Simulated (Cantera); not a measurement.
Charge: 1 mol SiHCl₃, 0.04 mol HCl, 360 mol H₂, held at 1050 K and 4.65 Torr.

Equilibrium computed with Cantera from the NASA thermochemical tables; the gas is ideal and each condensed phase is pure. Candidate condensed phases: Si; 19 gas species. The tables' values for SiCl₃ are old estimates; treat these amounts as uncertain. Kinetics and transport are ignored.

Base state: H₂ 0.992, HCl 0.00793, SiCl₂ 0.000119, SiHCl₃ 3.01e-5, SiCl₄ 2.32e-5, SiCl₃ 1.23e-5 (mole fractions); condensed: Si(s).

**Question.** What changes in the equilibrium state with this change: temperature from 1050 K to 1875 K?

**Answer.** 
| species | before | after |
|---|---|---|
| H₂ | 0.992 | 0.982 |
| H | 1.03e-7 | 0.00825 |
| HCl | 0.00793 | 0.00789 |
| Si | <1e-9 | 0.00146 |
| SiH | <1e-9 | 0.000106 |
| SiCl | <1e-9 | 5.17e-5 |
| Cl | <1e-9 | 5.02e-5 |
| SiH₂ | <1e-9 | 4.88e-5 |
| SiHCl₃ | 3.01e-5 | <1e-9 |
| Si(s), mol | 0.932 | 0 |
| Si(l), mol | 0 | 0.318 |
The tables' values for SiCl are old estimates; treat these amounts as uncertain. Gases not in the tables: Si₂H₆ and higher silanes.
